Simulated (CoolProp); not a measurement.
Properties of R123 along the isotherm 500 K (Tc = 456.8 K, pc = 3.662 MPa, ω = 0.282).

Model: reference Helmholtz-energy equation of state, Younglove 1994, in CoolProp. It is a modified Benedict-Webb-Rubin equation, recast in Helmholtz form.

```tsv
p (MPa)	phase	density (kg/m³)	cp (kJ/(kg K))	cv (kJ/(kg K))	speed of sound (m/s)	Joule-Thomson coefficient (K/MPa)	Prandtl number
0.0289	gas	1.065	0.8676	0.8126	170.0	7.895	0.721
0.0489	gas	1.805	0.8681	0.8128	169.8	7.903	0.721
0.0824	gas	3.048	0.8691	0.8131	169.5	7.918	0.721
0.139	gas	5.162	0.8708	0.8136	169.0	7.944	0.721
0.235	gas	8.786	0.8737	0.8145	168.0	7.988	0.721
0.396	gas	14.98	0.8789	0.8160	166.4	8.066	0.721
0.669	gas	25.82	0.8882	0.8186	163.6	8.204	0.723
1.13	gas	45.21	0.9064	0.8234	158.7	8.463	0.730
1.9	gas	81.35	0.9455	0.8325	149.9	8.967	0.755
3.21	gas	158.7	1.060	0.8529	133.5	10.04	0.865
5.42	supercritical	397.6	1.746	0.9061	108.2	10.54	1.72
9.15	supercritical	805.6	1.449	0.8817	186.7	2.276	2.58
```

Viscosity comes from a separate model (Tanaka 1996). Thermal conductivity comes from a separate model (Laesecke 1996).
